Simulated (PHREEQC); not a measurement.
Make-up at 25 °C: 89 mmol/kgw H2SO4, 11 mmol/kgw KNO3 and 0.004 mmol/kgw CO2. Closed to the air; pH follows from the charge balance.

Equilibrium calculation in PHREEQC: ion-association model, phreeqc.dat.

Each row changes one thing in this solution. This is a speciation only: nothing precipitates in the calculation.

| case | pH | ionic strength (mol/kgw) | HCO3- (mol/kgw) |
|---|---|---|---|
| as made | 1.06 | 0.137 | 2.71e-11 |
| H2SO4 left out | 5.95 | 0.0110 | 1.22e-6 |
| diluted 100-fold with water | 2.80 | 0.00257 | 1.18e-11 |
| 0.026 mol/kgw NaCl added | 1.05 | 0.165 | 2.75e-11 |
| diluted 5-fold with water | 1.65 | 0.0354 | 1.91e-11 |
| KNO3 left out | 1.06 | 0.126 | 2.69e-11 |
| CO2 replaced by NaHCO3 at the same molality | 1.06 | 0.137 | 2.71e-11 |
